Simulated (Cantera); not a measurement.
Feed: 1 mol Si, 0.53 mol Cl2, 2.2 mol H2, equilibrated at 1.70 bar.

Cantera equilibrium calculation (NASA polynomials, part measured and part estimated; ideal gas, pure solids and liquids). Candidate condensed phases: Si; 19 gas species. The tables' values for SiCl3 are old estimates; treat these amounts as uncertain. The numbers say what is thermodynamically allowed, not how fast it happens. All values below are at 727 °C.

Base state: H2 0.871, SiCl4 0.0689, SiHCl3 0.0469, HCl 0.00901, SiH2Cl2 0.00345, SiCl3 0.000671, SiCl2 0.000158, SiH3Cl 6.47e-5 (mole fractions); condensed: Si(s).

### Question
What changes in the equilibrium state with this change: pressure from 1.70 bar to 0.230 bar?

### Answer
| species | before | after |
|---|---|---|
| H2 | 0.871 | 0.871 |
| SiCl4 | 0.0689 | 0.0787 |
| SiHCl3 | 0.0469 | 0.0315 |
| HCl | 0.00901 | 0.0154 |
| SiH3Cl | 6.47e-5 | 1.49e-5 |
| SiCl2 | 0.000158 | 0.000460 |
| SiH2Cl2 | 0.00345 | 0.00136 |
| Si(s), mol | 0.707 | 0.722 |

### Question
What changes in the equilibrium state with this change: Cl2 from 0.53 to 1.5 mol?

### Answer
```
species       before     after
----------  --------  --------
H2             0.871     0.707
SiCl4         0.0689     0.187
SiHCl3        0.0469    0.0893
HCl          0.00901    0.0104
SiCl3       0.000671   0.00142
SiCl2       0.000158  0.000261
SiH2Cl2      0.00345   0.00461
SiH3Cl       6.47e-5   6.08e-5
Si(s), mol     0.707     0.185
```
